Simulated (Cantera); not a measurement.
A perfectly stirred reactor is fed with CH₄ : CO₂ : H₂ = 1 : 0.52 : 0.55 (molar parts), at 101000 Pa; it is held at 1675 K, and followed from long to short residence time.

Computed with Cantera and GRI-Mech 3.0 (53 species, 325 reactions). GRI-Mech 3.0 stops at C3 and has no aromatics, soot or wall deposition, so with more carbon than oxygen in the feed, carbon stays in small species such as C2H2 where larger ones or solid carbon would form.

x: mole fraction; the columns are a selection and need not sum to one.

| τ (s) | x CH₄ | x CO₂ | x H₂ | x CH₂ | x H₂O₂ |
|---|---|---|---|---|---|
| 22 | 0.0220 | 0.00191 | 0.613 | ___ | <1e-12 |
| 6.0 | 0.0280 | 0.00511 | 0.591 | ___ | <1e-12 |
| 1.7 | 0.0406 | 0.0109 | 0.551 | ___ | <1e-12 |
| 0.46 | 0.0665 | 0.0219 | 0.496 | ___ | <1e-12 |
| 0.13 | 0.116 | 0.0472 | 0.443 | ___ | <1e-12 |
| 0.035 | 0.211 | 0.110 | 0.398 | ___ | <1e-12 |
| 0.0097 | 0.331 | 0.187 | 0.351 | ___ | <1e-12 |
| 0.0027 | 0.422 | 0.231 | 0.302 | ___ | <1e-12 |

### Question
Complete the blanks.

### Answer

- 22, x CH₂: 1.12e-8
- 6.0, x CH₂: 1.69e-8
- 1.7, x CH₂: 2.89e-8
- 0.46, x CH₂: 4.89e-8
- 0.13, x CH₂: 6.93e-8
- 0.035, x CH₂: 8.35e-8
- 0.0097, x CH₂: 9.58e-8
- 0.0027, x CH₂: 1.07e-7
